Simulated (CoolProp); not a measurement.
Model: reference Helmholtz-energy equation of state, Thol 2012, in CoolProp.

Task: For benzene, give the phase and the Z, isothermal compressibility (1/MPa), Prandtl number, fugacity coefficient at 545.7 K and 44.5 bar; 588.2 K and 44.5 bar.

Result: 
- 545.7 K and 44.5 bar: liquid; Z 0.152, isothermal compressibility 0.0605, Prandtl number 3.12, fugacity coefficient 0.634
- 588.2 K and 44.5 bar: gas; Z 0.658, isothermal compressibility 0.391, Prandtl number 0.910, fugacity coefficient 0.744

Viscosity comes from a separate model (Avgeri 2014). Thermal conductivity comes from a separate model (Assael 2012).
